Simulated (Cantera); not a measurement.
Charge: 1 mol BCl3, 1.5 mol O2, 13 mol N2, 0.45 mol H2O, held at 10.0 Torr.

These are equilibrium values from Cantera (NASA tables, ideal gas, pure condensed phases), not measurements of a reactor. Candidate condensed phases: B, BN, B2O3, B3O3H3, H2O, NH4Cl; 49 gas species. The tables' values for BOCl are old estimates; treat these amounts as uncertain. Rates play no part.

x: gas mole fraction; n: condensed amount in mol.

```csv
T (K),x N2,x Cl,x Cl2,x O2,x HCl,x B2O3,x HBO2,n B2O3(l)
873,0.817,9.94e-5,0.0671,0.0607,0.0542,<1e-12,3.62e-7,0.500
973,0.816,0.000572,0.0662,0.0609,0.0554,6.65e-11,2.96e-6,0.500
1073,0.815,0.00237,0.0650,0.0610,0.0559,6.47e-9,1.59e-5,0.500
1173,0.813,0.00764,0.0621,0.0608,0.0559,2.79e-7,6.33e-5,0.499
1273,0.808,0.0198,0.0556,0.0604,0.0555,6.51e-6,0.000205,0.498
1373,0.799,0.0418,0.0440,0.0596,0.0545,9.39e-5,0.000587,0.493
1473,0.786,0.0710,0.0285,0.0583,0.0526,0.000927,0.00158,0.466
1573,0.768,?,?,0.0564,0.0489,?,?,?
1673,0.747,0.113,?,0.0538,0.0436,0.0223,?,0
1773,0.743,0.121,0.00254,0.0525,0.0419,0.0211,0.00905,0
1873,0.741,0.126,0.00109,0.0510,0.0400,0.0198,0.0103,0
1973,0.739,0.129,0.000503,0.0492,0.0380,0.0183,0.0115,0
2073,0.737,0.131,0.000247,0.0469,0.0359,0.0167,0.0124,0
```

Problem. Fill in the missing entries.

Solution. 
- 1573, x Cl: 0.0975
- 1573, x Cl2: 0.0145
- 1573, x B2O3: 0.00673
- 1573, x HBO2: 0.00412
- 1573, n B2O3(l): 0.332
- 1673, x Cl2: 0.00615
- 1673, x HBO2: 0.00785
